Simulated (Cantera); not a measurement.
An adiabatic, constant-pressure homogeneous reactor starts with 50.6 % H2, 12.7 % O2, 36.7 % N2, equivalence ratio 2.0, at 1175 K and 1.40 bar.

Detailed kinetics in Cantera: the H2/O2 subset of GRI-Mech 3.0, which has no nitrogen chemistry.

Task: Predict: time of steepest temperature rise; temperature at 5.00 s; equilibrium temperature; x(H2) at 5.00 s; x(O2) at 5.00 s; x(H2O) at 5.00 s; x(OH) at 5.00 s; x(O) at 5.00 s; x(H) at 5.00 s.

Result: 
```json
{
  "time_of_steepest_temperature_rise": "40.3 µs",
  "temperature at 5.00 s": "2748 K",
  "equilibrium_temperature": "2748 K",
  "x(H2) at 5.00 s": "0.274 (gas-phase equilibrium 0.274)",
  "x(O2) at 5.00 s": "0.000229 (gas-phase equilibrium 0.000229)",
  "x(H2O) at 5.00 s": "0.275 (gas-phase equilibrium 0.275)",
  "x(OH) at 5.00 s": "0.00811 (gas-phase equilibrium 0.00811)",
  "x(O) at 5.00 s": "0.000566 (gas-phase equilibrium 0.000566)",
  "x(H) at 5.00 s": "0.0302 (gas-phase equilibrium 0.0302)"
}
```
